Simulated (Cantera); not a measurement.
## Premixed flame

A freely propagating, adiabatic, planar premixed flame of 4.79 % C3H8, 20.0 % O2, 75.2 % N2, equivalence ratio 1.2, unburnt at 723 K and 0.350 bar; mixture-averaged transport, grid criteria slope 0.08 and curve 0.16, no radiation.

Cantera simulation using GRI-Mech 3.0 (53 species, 325 reactions); the numbers are that mechanism's predictions, not measurements. GRI-Mech 3.0 was tuned for natural gas; its chemistry of propane as a main component is partial and can be far from experiment. Burning velocities carry a grid error of a few per cent, more on coarse grids.

```json
[
 {"z (mm)": "-1.89", "T (K)": "723", "u (m/s)": "2.55", "x C3H8": "0.0479", "x O2": "0.200", "x O": "<1e-8", "x NO": "<1e-8", "x C2H4": "4.47e-7", "x NO2": "<1e-8"},
 {"z (mm)": "-1.26", "T (K)": "724", "u (m/s)": "2.56", "x C3H8": "0.0477", "x O2": "0.199", "x O": "<1e-8", "x NO": "<1e-8", "x C2H4": "8.97e-6", "x NO2": "<1e-8"},
 {"z (mm)": "-0.944", "T (K)": "728", "u (m/s)": "2.58", "x C3H8": "0.0475", "x O2": "0.198", "x O": "<1e-8", "x NO": "1.98e-8", "x C2H4": "6.76e-5", "x NO2": "<1e-8"},
 {"z (mm)": "-0.629", "T (K)": "760", "u (m/s)": "2.73", "x C3H8": "0.0466", "x O2": "0.193", "x O": "1.57e-7", "x NO": "1.70e-7", "x C2H4": "0.000726", "x NO2": "<1e-8"},
 {"z (mm)": "-0.315", "T (K)": "1047", "u (m/s)": "3.89", "x C3H8": "0.0339", "x O2": "0.161", "x O": "1.22e-5", "x NO": "1.83e-6", "x C2H4": "0.00881", "x NO2": "1.66e-8"},
 {"z (mm)": "-0.157", "T (K)": "1426", "u (m/s)": "5.52", "x C3H8": "0.0111", "x O2": "0.117", "x O": "0.000169", "x NO": "5.09e-6", "x C2H4": "0.0151", "x NO2": "1.82e-8"},
 {"z (mm)": "0", "T (K)": "1809", "u (m/s)": "7.20", "x C3H8": "0.000430", "x O2": "0.0684", "x O": "0.00108", "x NO": "1.23e-5", "x C2H4": "0.00627", "x NO2": "<1e-8"},
 {"z (mm)": "0.157", "T (K)": "2010", "u (m/s)": "8.05", "x C3H8": "1.18e-6", "x O2": "0.0373", "x O": "0.00298", "x NO": "2.39e-5", "x C2H4": "0.000615", "x NO2": "<1e-8"},
 {"z (mm)": "0.315", "T (K)": "2070", "u (m/s)": "8.29", "x C3H8": "<1e-8", "x O2": "0.0227", "x O": "0.00472", "x NO": "3.47e-5", "x C2H4": "2.59e-5", "x NO2": "<1e-8"},
 {"z (mm)": "0.629", "T (K)": "2096", "u (m/s)": "8.36", "x C3H8": "<1e-8", "x O2": "0.0139", "x O": "0.00575", "x NO": "4.53e-5", "x C2H4": "2.62e-8", "x NO2": "<1e-8"},
 {"z (mm)": "1.26", "T (K)": "2118", "u (m/s)": "8.41", "x C3H8": "<1e-8", "x O2": "0.0112", "x O": "0.00561", "x NO": "5.16e-5", "x C2H4": "<1e-8", "x NO2": "<1e-8"},
 {"z (mm)": "2.52", "T (K)": "2145", "u (m/s)": "8.50", "x C3H8": "<1e-8", "x O2": "0.0102", "x O": "0.00516", "x NO": "5.91e-5", "x C2H4": "<1e-8", "x NO2": "<1e-8"},
 {"z (mm)": "5.03", "T (K)": "2186", "u (m/s)": "8.63", "x C3H8": "<1e-8", "x O2": "0.00920", "x O": "0.00446", "x NO": "7.40e-5", "x C2H4": "<1e-8", "x NO2": "<1e-8"}
]
```
x: mole fraction of selected species; z is measured from the peak of heat release.

```
Property                     Value
------------------------  --------
laminar burning velocity  255 cm/s
thermal thickness         0.629 mm
peak x(O)                  0.00578
peak x(C2H4)                0.0151
grid points                    149
```
